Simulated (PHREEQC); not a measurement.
Dissolve 0.23 mol/kgw Ni(NO3)2, 0.0013 mol/kgw Na2SO4 and 0.3 mol/kgw HCl at 20 °C. Closed to the air; pH follows from the charge balance.

All values are PHREEQC results (ion-association model, wateq4f.dat), not measurements.

```csv
quantity,before,after
pH,0.65,0.63
ionic strength (mol/kgw),0.893,0.302
Cl- (mol/kgw),0.245,0.300
```

### Question
What was changed between the two runs?
(A) Ni(NO3)2 left out
(B) Na2SO4 left out
(C) diluted 5-fold with water
(D) temperature from 20 to 15 °C
(E) HCl from 0.3 to 0.03 mol/kgw

### Answer
A, Ni(NO3)2 left out

This is a speciation only: nothing precipitates in the calculation. The ionic strength passes 0.7 mol/kgw, the rough limit of the ion-association models, in before.
